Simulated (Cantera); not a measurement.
A closed system holds: 1 mol FeS, 4.1 mol H2, 16 mol N2, equilibrated at 0.133 bar.

These are equilibrium values from Cantera (NASA tables, ideal gas, pure condensed phases), not measurements of a reactor. Candidate condensed phases: Fe, FeS, FeS2, S; 16 gas species. Metal and sulfide melt together well below either melting point, which pure phases cannot show. Mutual solubility and eutectic melting of coexisting phases are not modelled. FeS: taken at fixed stoichiometry. Rates play no part. All values below are at 1473 K.

Base state: N2 0.796, H2 0.201, H2S 0.00285, S2 8.76e-5, SH 6.10e-5, H 1.55e-5 (mole fractions); condensed: Fe(γ) + FeS(l).

What changes in the equilibrium state with this change: pressure from 0.133 bar to 1.60 mbar?


| species | before | after |
|---|---|---|
| N2 | 0.796 | 0.790 |
| H2 | 0.201 | 0.199 |
| S2 | 8.76e-5 | 0.00730 |
| Fe | 6.27e-7 | 5.22e-5 |
| S | 7.58e-7 | 6.32e-5 |
| SH | 6.10e-5 | 0.000554 |
| H | 1.55e-5 | 0.000141 |
| H2S | 0.00285 | 0.00283 |
| Fe(γ), mol | 0.0621 | 0.364 |
| FeS(l), mol | 0.938 | 0.635 |
